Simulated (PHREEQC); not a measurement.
Consider water at 25 °C with 0.019 mol/kgw CuSO4 and 0.23 mol/kgw Na2SO4. Closed to the air; pH follows from the charge balance.

The numbers come from PHREEQC with the ion-association model, wateq4f.dat.

```csv
quantity,before,after
pH,5.23,4.08
ionic strength (mol/kgw),0.588,0.588
Na+ (mol/kgw),0.393,0.393
SO4-2 (mol/kgw),0.171,0.171
NaSO4- (mol/kgw),0.0670,0.0670
CuSO4 (mol/kgw),0.0111,0.0109
SI of Tenorite (CuO),+0.11,-2.19
SI of Cu(OH)2 (Cu(OH)2),-0.91,-3.22
```

### Question
Which change was made?
(A) diluted 5-fold with water
(B) Na2SO4 replaced by NaNO3 at the same molality
(C) 0.03 mol/kgw CO2 added
(D) temperature from 25 to 15 °C

### Answer
C, 0.03 mol/kgw CO2 added

Precipitation was switched off in this run. Some of these states are supersaturated (in Antlerite, Brochantite, for instance).
